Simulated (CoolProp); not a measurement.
The fluid at 440.09 K and 3.06 MPa is throttled through a valve to 0.173 MPa with no heat exchange. The same conditions are run with several fluids, on thermodynamics alone (safety and materials aside).

Values from CoolProp's reference Helmholtz-energy equation of state of each fluid (hydrogen sulfide: Lemmon 2006; nitrous oxide: Lemmon 2006; carbonyl sulfide: Lemmon 2006; dimethyl ether: Wu 2011; propyne: Polt 1992). The equations of Platzer and Polt are older, rougher fits.

**Question.** Rank hydrogen sulfide, nitrous oxide, carbonyl sulfide, dimethyl ether, propyne by temperature change (K), highest first.

**Answer.** nitrous oxide (-13.4), hydrogen sulfide (-22.3), dimethyl ether (-22.5), propyne (-23.1), carbonyl sulfide (-25.8)

| fluid | final density (kg/m³) |
|---|---|
| hydrogen sulfide | 1.71 |
| nitrous oxide | 2.15 |
| carbonyl sulfide | 3.04 |
| dimethyl ether | 2.32 |
| propyne | 2.02 |
